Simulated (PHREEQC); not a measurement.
0.21 g of hydrous ferric oxide (600 m²/g; 0.2 weak and 0.005 strong sites per Fe, Dzombak-Morel constants, diffuse double layer) in 1 kg of water with 0.005 mol/kgw of an inert sodium salt and 2e-06 mol SrCl2, at 25 °C; the pH is set by adding NaOH or the inert anion's acid. Oxygen is held at 0.21 atm. The system is closed to CO2. Precipitation was switched off in this run.

The series has 17 steps of pH, from 4 to 12.

All values are PHREEQC results (ion-association model, wateq4f.dat), not measurements.

### Question
Near which pH is half of the Sr sorbed, and on which side is more sorbed?

### Answer
Near pH 8.2, with more sorbed at higher pH.

Species that the database lacks are ignored.
